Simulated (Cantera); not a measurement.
Charge: 1 mol toluene, 1.7 mol O₂, 26 mol H₂, equilibrated at 36.0 bar.

Cantera equilibrium calculation (NASA polynomials, part measured and part estimated; ideal gas, pure solids and liquids). Candidate condensed phases: C, C₆H₆, C₇H₈, C₈H₁₈, H₂O; 110 gas species. The ideal-gas law is rough above about 30 bar. Equilibrium is a limit: real reactors are often held back by kinetics, nucleation or transport.

**Question.** Which condensed phases are stable at each of these points (T (K)): 1300, 1375, 1450, 1525, 1600, 1675, 1750, 1825, 1900?

**Answer.** 
```json
[
 {"T (K)": "1300", "condensed phases": "gas only", "C condensed (%)": "0.0"},
 {"T (K)": "1375", "condensed phases": "C(graphite)", "C condensed (%)": "11.1"},
 {"T (K)": "1450", "condensed phases": "C(graphite)", "C condensed (%)": "20.4"},
 {"T (K)": "1525", "condensed phases": "C(graphite)", "C condensed (%)": "27.7"},
 {"T (K)": "1600", "condensed phases": "C(graphite)", "C condensed (%)": "33.2"},
 {"T (K)": "1675", "condensed phases": "C(graphite)", "C condensed (%)": "37.3"},
 {"T (K)": "1750", "condensed phases": "C(graphite)", "C condensed (%)": "40.2"},
 {"T (K)": "1825", "condensed phases": "C(graphite)", "C condensed (%)": "42.4"},
 {"T (K)": "1900", "condensed phases": "C(graphite)", "C condensed (%)": "43.9"}
]
```

At 1300 K nothing is condensed. From 1375 K to 1900 K the condensed part is C(graphite).
